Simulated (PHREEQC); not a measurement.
## Buffer: speciation

Make-up at 56 °C: 0.26 mol/kgw NaHCO3 and 0.00016 mol/kgw KOH. Closed to the air; pH follows from the charge balance.

Computed with PHREEQC (ion-association model, phreeqc.dat).

Each row changes one thing in this solution. This is a speciation only: nothing precipitates in the calculation.

```csv
case,pH,ionic strength (mol/kgw),Na+ (mol/kgw),HCO3- (mol/kgw),NaHCO3 (mol/kgw),CO2 (mol/kgw)
as made,7.54,0.241,0.239,0.229,0.0131,0.00877
temperature from 56 to 40 °C,7.70,0.243,0.241,0.233,0.0146,0.00637
temperature from 56 to 65 °C,7.47,0.240,0.238,0.227,0.0122,0.0104
NaHCO3 from 0.26 to 0.026 mol/kgw,8.00,0.0259,0.0255,0.0248,0.000220,0.000413
KOH from 0.00016 to 0.0008 mol/kgw,7.56,0.242,0.239,0.229,0.0130,0.00845
diluted 5-fold with water,7.83,0.0509,0.0505,0.0489,0.000781,0.00114
```

At this temperature some constants are extrapolated from 25 °C, and those without enthalpy data are left unchanged.
